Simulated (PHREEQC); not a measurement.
Consider water at 20 °C with 0.04 mol NaOH per kg of water. It is in equilibrium with CO2 at log p = -1 (atm). Otherwise closed; pH follows from the charge balance.

The numbers come from PHREEQC with the ion-association model, phreeqc.dat.

```tsv
quantity	before	after
pH	7.31	7.23
ionic strength (mol/kgw)	0.0394	0.0393
HCO3- (mol/kgw)	0.0392	0.0392
CO2 (mol/kgw)	0.00388	0.00636
NaHCO3 (mol/kgw)	0.000626	0.000692
CO3-2 (mol/kgw)	5.62e-5	3.07e-5
```

### Question
Name the change that produced these shifts.
A) NaOH replaced by NaNO3 at the same molality
B) temperature from 20 to 55 °C
C) temperature from 20 to 5 °C
D) temperature from 20 to 25 °C
E) NaOH from 0.04 to 0.08 mol/kgw

### Answer
C, temperature from 20 to 5 °C

Precipitation was switched off in this run. At this temperature some constants are extrapolated from 25 °C, and those without enthalpy data are left unchanged.
